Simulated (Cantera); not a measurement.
Feed: 1 mol Fe3O4, 1.7 mol C, 2.3 mol CO, at 0.00360 bar.

Method: chemical equilibrium by Gibbs-energy minimisation in Cantera with the NASA 1993 tables (ideal gas, pure condensed phases). Candidate condensed phases: C, Fe, Fe(CO)5, FeO, Fe2O3, Fe3O4; 15 gas species. Each liquid is taken as pure. Mutual solubility and eutectic melting of coexisting phases are not modelled. The tables' stoichiometric FeO is somewhat more stable than real wüstite, so its field is too wide. FeO: taken at fixed stoichiometry. Rates play no part.

x: gas mole fraction; n: condensed amount in mol.

```tsv
T (°C)	x CO	x Fe	x CO2	x FeO	x O	n Fe(γ)	n FeO(s)	n Fe(δ)	n FeO(l)	n Fe(l)
1327	0.868	0.000305	0.132	8.32e-7	___	1.23	1.77	0	0	0
1402	0.874	0.00115	0.125	4.26e-6	___	0	0	1.19	1.80	0
1477	0.883	0.00387	0.113	1.79e-5	___	0	0	1.14	1.85	0
1552	0.885	0.0116	0.103	6.65e-5	___	0	0	0	1.88	1.07
1627	0.873	0.0310	0.0958	0.000221	___	0	0	0	1.90	0.968
1702	0.836	0.0762	0.0871	0.000669	___	0	0	0	1.92	0.747
1777	0.749	0.175	0.0743	0.00185	___	0	0	0	1.93	0.211
```

**Question.** Complete the blanks.

**Answer.** 
- 1327, x O: 1.22e-8
- 1402, x O: 6.91e-8
- 1477, x O: 3.20e-7
- 1552, x O: 1.32e-6
- 1627, x O: 4.99e-6
- 1702, x O: 1.71e-5
- 1777, x O: 5.33e-5
